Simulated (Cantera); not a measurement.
A closed system holds: 1 mol SiH2Cl2, 0.34 mol Cl2, 170 mol N2, at 1248.15 K and 0.0740 bar.

Cantera equilibrium calculation (NASA polynomials, part measured and part estimated; ideal gas, pure solids and liquids). Candidate condensed phases: NH4Cl, Si, Si3N4; 28 gas species. N2 is the only nitrogen source here; it is nearly inert below about 1500 K, so the nitride shown seldom forms there in practice. The tables' values for SiCl3 are old estimates; treat these amounts as uncertain. Kinetics and transport are ignored.

Base state: N2 0.988, HCl 0.0102, SiCl4 0.00125, H2 0.000715, SiCl3 9.40e-5, SiCl2 5.10e-5 (mole fractions); condensed: Si3N4(s).

Problem. What changes in the equilibrium state with this change: pressure from 0.0740 bar to 0.00133 bar?

Solution. 
```
species          before     after
-------------  --------  --------
N2                0.988     0.987
HCl              0.0102    0.0105
SiCl2           5.10e-5  0.000981
SiCl4           0.00125  0.000573
SiCl3           9.40e-5  0.000279
H2             0.000715  0.000571
Si3N4(s), mol     0.253     0.228
```

Problem. What changes in the equilibrium state with this change: temperature from 1248.15 K to 1723.15 K?

Solution. 
```
species          before    after
-------------  --------  -------
N2                0.988    0.986
HCl              0.0102  0.00601
SiCl2           5.10e-5  0.00458
H2             0.000715  0.00278
H               4.60e-8  3.54e-5
SiCl4           0.00125  4.27e-6
Cl              5.63e-7  5.93e-5
Si3N4(s), mol     0.253   0.0639
```
